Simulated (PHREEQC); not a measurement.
Dissolve 0.29 mol HCl, 7.3e-05 mol FeSO4 and 0.04 mol Na2SO4 per kg of water at 55 °C. Closed to the air; pH follows from the charge balance.

Equilibrium calculation in PHREEQC: ion-association model, phreeqc.dat.

Each row changes one thing in this solution. This is a speciation only: nothing precipitates in the calculation.

| case | pH | ionic strength (mol/kgw) | HSO4- (mol/kgw) | SO4-2 (mol/kgw) | Fe+2 (mol/kgw) | FeHSO4+ (mol/kgw) | SI of Melanterite (FeSO4:7H2O) |
|---|---|---|---|---|---|---|---|
| as made | 0.71 | 0.336 | 0.0367 | 0.00302 | 5.79e-5 | 6.72e-6 | -6.11 |
| temperature from 55 to 50 °C | 0.71 | 0.337 | 0.0364 | 0.00336 | 5.77e-5 | 6.71e-6 | … |
| temperature from 55 to 45 °C | 0.71 | 0.338 | 0.0360 | 0.00372 | 5.75e-5 | 6.69e-6 | … |
| Na2SO4 left out | 0.65 | 0.290 | 6.84e-5 | 4.61e-6 | 6.62e-5 | 1.50e-8 | -8.82 |
| HCl from 0.29 to 0.58 mol/kgw | 0.39 | 0.624 | 0.0379 | 0.00197 | 5.76e-5 | 5.73e-6 | -6.52 |
| FeSO4 from 7.3e-05 to 1.46e-05 mol/kgw | 0.71 | 0.336 | 0.0367 | 0.00301 | 1.16e-5 | 1.34e-6 | … |
| Na2SO4 from 0.04 to 0.008 mol/kgw | 0.66 | 0.299 | … | 0.000528 | 6.43e-5 | 1.59e-6 | -6.78 |

Problem. Complete the blanks.

Solution. 
- temperature from 55 to 50 °C, SI of Melanterite (FeSO4:7H2O): -6.01
- temperature from 55 to 45 °C, SI of Melanterite (FeSO4:7H2O): -5.92
- FeSO4 from 7.3e-05 to 1.46e-05 mol/kgw, SI of Melanterite (FeSO4:7H2O): -6.81
- Na2SO4 from 0.04 to 0.008 mol/kgw, HSO4- (mol/kgw): 0.00753

Away from 25 °C the constants follow the database's enthalpies or fits; those with neither stay at their 25 °C values.
